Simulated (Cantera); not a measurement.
## Equilibrium for nitride etching: Si3N4 + Cl2 + N2

Charge: 1 mol Si3N4, 4.8 mol Cl2, 44 mol N2, held at 1798 K and 1.80e-5 bar.

Method: chemical equilibrium by Gibbs-energy minimisation in Cantera with the NASA 1993 tables (ideal gas, pure condensed phases). Candidate condensed phases: Si, Si3N4; 13 gas species. The tables' values for SiCl, SiCl3 are old estimates; treat these amounts as uncertain. Equilibrium is a limit: real reactors are often held back by kinetics, nucleation or transport.

```
Property                              Value
--------------------------------  ---------
x(N2)                                 0.870
x(Cl)                                0.0733
x(SiCl2)                             0.0534
x(Si)                               0.00222
x(SiCl)                            0.000951
x(SiCl3)                           0.000133
x(SiN)                              3.91e-6
gas amount                        52.88 mol
log10 activity of Si(l) (absent)      -1.89
```
